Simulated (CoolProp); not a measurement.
Vapour-liquid equilibrium of CF4 (R14) (1) + R13 (2) at -80.85 °C; x and y are mole fractions of (1).

Model: multi-fluid Helmholtz-energy mixture model, Platzer 1990 and Platzer 1990; pair parameters Bell 2016, in CoolProp. This equation is an older, rougher fit; its heat capacities, sound speeds and derivatives of the liquid may be far off and weren't checked against measurements.

```json
[
 {"x": "0.05", "bubble pressure, mixture model (MPa)": "0.1720", "bubble pressure, Raoult's law (MPa)": "0.1575", "y, mixture model": "0.408", "y, Raoult's law": "0.370"},
 {"x": "0.125", "bubble pressure, mixture model (MPa)": "0.2671", "bubble pressure, Raoult's law (MPa)": "0.2371", "y, mixture model": "0.636", "y, Raoult's law": "0.615"},
 {"x": "0.2", "bubble pressure, mixture model (MPa)": "0.3551", "bubble pressure, Raoult's law (MPa)": "0.3168", "y, mixture model": "0.739", "y, Raoult's law": "0.736"},
 {"x": "0.275", "bubble pressure, mixture model (MPa)": "0.4373", "bubble pressure, Raoult's law (MPa)": "0.3964", "y, mixture model": "0.800", "y, Raoult's law": "0.809"},
 {"x": "0.35", "bubble pressure, mixture model (MPa)": "0.5147", "bubble pressure, Raoult's law (MPa)": "0.4761", "y, mixture model": "0.840", "y, Raoult's law": "0.857"},
 {"x": "0.425", "bubble pressure, mixture model (MPa)": "0.5885", "bubble pressure, Raoult's law (MPa)": "0.5557", "y, mixture model": "0.869", "y, Raoult's law": "0.892"},
 {"x": "0.5", "bubble pressure, mixture model (MPa)": "0.6597", "bubble pressure, Raoult's law (MPa)": "0.6354", "y, mixture model": "0.893", "y, Raoult's law": "0.918"},
 {"x": "0.575", "bubble pressure, mixture model (MPa)": "0.7296", "bubble pressure, Raoult's law (MPa)": "0.7150", "y, mixture model": "0.912", "y, Raoult's law": "0.938"},
 {"x": "0.65", "bubble pressure, mixture model (MPa)": "0.7995", "bubble pressure, Raoult's law (MPa)": "0.7947", "y, mixture model": "0.929", "y, Raoult's law": "0.954"},
 {"x": "0.725", "bubble pressure, mixture model (MPa)": "0.8706", "bubble pressure, Raoult's law (MPa)": "0.8743", "y, mixture model": "0.945", "y, Raoult's law": "0.967"},
 {"x": "0.8", "bubble pressure, mixture model (MPa)": "0.9443", "bubble pressure, Raoult's law (MPa)": "0.9540", "y, mixture model": "0.960", "y, Raoult's law": "0.978"},
 {"x": "0.875", "bubble pressure, mixture model (MPa)": "1.022", "bubble pressure, Raoult's law (MPa)": "1.034", "y, mixture model": "0.975", "y, Raoult's law": "0.987"},
 {"x": "0.95", "bubble pressure, mixture model (MPa)": "1.106", "bubble pressure, Raoult's law (MPa)": "1.113", "y, mixture model": "0.990", "y, Raoult's law": "0.995"}
]
```

The largest gap from Raoult's law is +12.7 % in bubble pressure, at x = 0.125. No azeotrope shows between x = 0.05 and 0.95.

The pair parameters rest on a limited set of measurements; away from them the model extrapolates. The gap from Raoult's law changes sign with composition, which may be real or a fault of the pair parameters; it wasn't checked against measurements.
